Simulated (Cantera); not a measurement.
A perfectly stirred reactor is fed with NH₃ : H₂ = 1 : 0.9 (molar parts), at 0.464 atm; it is held at 2123 K, and followed from long to short residence time.

Cantera simulation using the gas-phase N/H chemistry of the illustrative SiF4/NH3 mechanism in the Surface Chemkin manual (1991); the numbers are that mechanism's predictions, not measurements. Walls and surfaces, which speed up NH3 decomposition in real reactors, are not modelled.

```csv
quantity,before,after
x(NH₃) at τ = 29.0 s,0.000742,0.526
x(H₂) at τ = 29.0 s,0.823,0.474
x(NH₂) at τ = 29.0 s,1.27e-5,1.39e-6
x(H) at τ = 29.0 s,0.00467,7.14e-7
x(N₂) at τ = 29.0 s,0.172,0.000137
x(NH₃) at τ = 0.220 s,0.0418,0.526
x(H₂) at τ = 0.220 s,0.798,0.474
x(NH₂) at τ = 0.220 s,0.000261,1.10e-6
x(H) at τ = 0.220 s,0.00164,5.63e-7
x(N₂) at τ = 0.220 s,0.158,6.37e-7
```

What was changed between the two runs?
A) H2 0.9 to 0.14 parts
B) temperature 2123 to 1275 K
C) NH3 1 to 4.8 parts
D) temperature 2123 to 1550 K

B, temperature 2123 to 1275 K
